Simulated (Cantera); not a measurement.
A Cantera script and what it prints.

```python
import numpy as np
import cantera as ct

gas_names = """
    CL CL2 H HCL H2 Si SiCL SiCL2 SiCL3 SiCL4 SiH SiHCL3 SiH2 SiH2CL2 SiH3 SiH3CL SiH4 Si2 Si3
""".split()
cond_names = """
    Si(cr) Si(L)
""".split()


# ... load() reads the species with a 1 bar reference pressure and builds the phases ...
atoms = {
    'SiCl4': {'Si': 1, 'CL': 4},
    'Cl2': {'CL': 2},
    'H2': {'H': 2},
}
top_T = {}  # K; cautious upper limits of use, not melting points


# ... equilibrate(T, P, feed) seeds the gas with the atoms and calls Mixture.equilibrate('TP', solver="vcs", rtol=1e-11, max_steps=5000) ...
results = []
feed = {'SiCl4': 1, 'Cl2': 1.1, 'H2': 3.8}  # mol
T = 1250  # K
for P in [10000, 20000, 42000, 85000, 170000, 350000, 720000, 1500000, 3000000]:
    mix = equilibrate(T, P, feed)
    results.append((T, P, feed, dict(zip(mix.species_names, mix.species_moles))))

top = {s: max(r[3][s] / sum(r[3][g] for g in gas_names) for r in results) for s in gas_names}
cols = sorted((s for s in top if top[s] > 1e-05), key=lambda s: -top[s])[:6]
seen = [c for c in cond_names if any(r[3].get(c, 0) > 1e-12 for r in results)]
print("log10 of partial pressures in bar; condensed amounts in mol")
print(f"{'P/Pa':>10s}" + "".join(f"{s[:9]:>10s}" for s in cols + seen))
for T, P, feed, n in results:
    ng = sum(n[g] for g in gas_names)
    print(f"{P:10.4g}" + "".join(f"{np.log10(max(n[s] / ng * P / 1e5, 1e-99)):10.3f}" for s in cols)
          + "".join(f"{n.get(c, 0):10.4g}" for c in seen))
```

Output:

```
log10 of partial pressures in bar; condensed amounts in mol
      P/Pa        H2       HCL     SiCL4    SiHCL3     SiCL3     SiCL2
     1e+04    -1.353    -1.411    -1.814    -3.205    -3.175    -3.682
     2e+04    -1.050    -1.113    -1.505    -2.890    -3.012    -3.665
   4.2e+04    -0.726    -0.793    -1.177    -2.558    -2.842    -3.653
   8.5e+04    -0.419    -0.488    -0.867    -2.246    -2.684    -3.646
   1.7e+05    -0.117    -0.188    -0.564    -1.941    -2.530    -3.641
   3.5e+05     0.197     0.125    -0.248    -1.625    -2.371    -3.638
   7.2e+05     0.511     0.438     0.066    -1.310    -2.212    -3.636
   1.5e+06     0.830     0.756     0.386    -0.990    -2.052    -3.634
     3e+06     1.131     1.057     0.687    -0.688    -1.901    -3.634
```

Equilibrium computed with Cantera from the NASA thermochemical tables; the gas is ideal and each condensed phase is pure. The tables' values for SiCl3 are old estimates; treat these amounts as uncertain.
